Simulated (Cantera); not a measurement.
## Silicon nitride deposition: SiCl₄ + N₂ + H₂

Charge: 1 mol SiCl₄, 18 mol N₂, 0.36 mol H₂, equilibrated at 0.133 bar.

Method: chemical equilibrium by Gibbs-energy minimisation in Cantera with the NASA 1993 tables (ideal gas, pure condensed phases). Candidate condensed phases: NH₄Cl, Si, Si₃N₄; 28 gas species. N₂ is the only nitrogen source here; it is nearly inert below about 1500 K, so the nitride shown seldom forms there in practice. The tables' values for SiCl₃ are old estimates; treat these amounts as uncertain. The numbers say what is thermodynamically allowed, not how fast it happens.

```csv
T (K),log p N₂,log p SiCl₄,log p HCl,log p SiCl₂,log p SiCl₃,log p H₂,log p Cl,log p SiHCl₃,n Si₃N₄(s)
1173,-0.91,-2.24,-2.35,-5.35,-4.30,-3.66,-7.51,-5.19,0.0538
1223,-0.91,-2.25,-2.35,-4.85,-4.00,-3.68,-7.09,-5.09,0.0532
1273,-0.91,-2.25,-2.34,-4.38,-3.73,-3.70,-6.71,-5.01,0.0516
1323,-0.91,-2.27,-2.34,-3.96,-3.48,-3.72,-6.36,-4.93,0.0483
1373,-0.91,-2.29,-2.34,-3.57,-3.26,-3.73,-6.04,-4.87,0.0418
1423,-0.91,-2.32,-2.34,-3.21,-3.07,-3.73,-5.74,-4.82,0.0298
1473,-0.91,-2.39,-2.35,-2.90,-2.91,-3.73,-5.47,-4.79,0.00908
1523,-0.91,-2.43,-2.34,-2.80,-2.85,-3.90,-5.12,-4.94,0
1573,-0.91,-2.44,-2.33,-2.79,-2.82,-4.18,-4.73,-5.17,0
```
log p: log10 of the partial pressure in bar; n: condensed amount in mol.

From 1173 K to 1473 K the condensed part is Si₃N₄(s). From 1523 K to 1573 K nothing is condensed. The main Si-bearing gas is SiCl₄ throughout.
